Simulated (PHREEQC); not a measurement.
A made-up water analysis in mg/L, 25 °C, pH 3.32, pe 12.6: Na 76.8; K 18.4; Ca 131; Mg 45.3; Cl 41.6; S(6) as SO4 472; Mn(2) 10.1; Zn 1.06; Li 0.237; Si as SiO2 0.0894.

Valence states are taken as typed.

All values are PHREEQC results (ion-association model, wateq4f.dat), not measurements.

Q: The ionic strength comes out as 0.0185 mol/kgw. What activity coefficients do K+, Mn+2, Na+, Mg+2, H+ get?

A: K+ 0.87, Mn+2 0.60, Na+ 0.88, Mg+2 0.60, H+ 0.89.

This is a speciation only: nothing precipitates in the calculation. Species that the database lacks are ignored.
